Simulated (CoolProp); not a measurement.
Model: reference Helmholtz-energy equation of state, Platzer 1990, in CoolProp. This equation is an older, rougher fit.

Problem. For c-C4F8 (RC318), give the phase and the Joule-Thomson coefficient (K/MPa), viscosity (µPa s) at 446.8 K and 167 kPa.

Solution. 
- 446.8 K and 167 kPa: gas; Joule-Thomson coefficient 5.12, viscosity 17.2

Viscosity comes from a separate model (Huber 2003), an estimate that may be off by 10 % or more.
